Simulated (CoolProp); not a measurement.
Vapour-liquid equilibrium of propane (1) + R134a (2) at 39.65 °C; x and y are mole fractions of (1).

Values from CoolProp's multi-fluid Helmholtz-energy mixture model, Lemmon 2009 and Tillner-Roth 1994; pair parameters Bell 2016.

Question: Give the bubble pressure and the first vapour's composition at x = 0.5, 0.65, 0.95. Is there an azeotrope?

Answer: x = 0.5: 1.684 MPa, y = 0.555; x = 0.65: 1.696 MPa, y = 0.631; x = 0.95: 1.464 MPa, y = 0.903. y crosses x between x = 0.5 and 0.65: the model has an azeotrope there.

Pair parameters are fitted to limited data, so mixtures are less certain than the pure fluids.
